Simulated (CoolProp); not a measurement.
The fluid at 486.56 K and 0.112 MPa is compressed adiabatically to 0.524 MPa with isentropic efficiency 1. The same conditions are run with several fluids, on thermodynamics alone (safety and materials aside).

Model: reference Helmholtz-energy equation of state of each fluid (n-pentane: Thol 2019; ethanol: Schroeder 2014; n-heptane: Span 2003), in CoolProp.

### Question
Rank n-pentane, ethanol, n-heptane by work (kJ/kg), highest first.

### Answer
ethanol (143), n-pentane (87.9), n-heptane (61.1)

```json
[
 {"fluid": "n-pentane", "final temperature (K)": "523.4", "final density (kg/m³)": "9.03"},
 {"fluid": "ethanol", "final temperature (K)": "556.1", "final density (kg/m³)": "5.31"},
 {"fluid": "n-heptane", "final temperature (K)": "514.9", "final density (kg/m³)": "13.4"}
]
```
